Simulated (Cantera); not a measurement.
## Stirred combustor or abatement burner

A perfectly stirred reactor is fed with CH3OH : O2 : N2 = 1 : 1.07 : 8.36 (molar parts), equivalence ratio 1.4, at 1.01 bar; it is adiabatic with a 525 K inlet, and is followed from long to short residence time, starting on the burning branch (τ in s: 0.054, 0.028, 0.015, 0.0076, 0.0039, 0.002, 0.0011, 0.00055, 0.00028, 0.00015, 7.6e-05).

Detailed kinetics in Cantera: GRI-Mech 3.0 (53 species, 325 reactions). GRI-Mech 3.0 was tuned for natural gas; its chemistry of methanol as a main component is partial and can be far from experiment.

```csv
τ (s),T (K),x CH3OH,x O2,x O,x HCN,x H2,x C2H4
0.054,1625,4.13e-6,0.000150,1.54e-5,2.20e-6,0.0357,3.99e-9
0.028,1621,6.45e-6,0.000234,2.44e-5,3.52e-6,0.0355,9.12e-9
0.015,1615,1.01e-5,0.000363,3.64e-5,5.08e-6,0.0354,2.08e-8
0.0076,1608,1.72e-5,0.000601,5.40e-5,6.86e-6,0.0351,5.37e-8
0.0039,1599,3.03e-5,0.00102,7.71e-5,8.19e-6,0.0348,1.42e-7
0.0020,1586,5.67e-5,0.00182,0.000109,8.40e-6,0.0343,3.91e-7
0.0011,1564,0.000108,0.00330,0.000146,7.05e-6,0.0338,1.00e-6
0.00055,525,0.0959,0.103,<1e-12,<1e-12,<1e-12,<1e-12
0.00028,525,0.0959,0.103,<1e-12,<1e-12,<1e-12,<1e-12
0.00015,525,0.0959,0.103,<1e-12,<1e-12,<1e-12,<1e-12
7.6e-5,525,0.0959,0.103,<1e-12,<1e-12,<1e-12,<1e-12
```
x: mole fraction; the columns are a selection and need not sum to one.
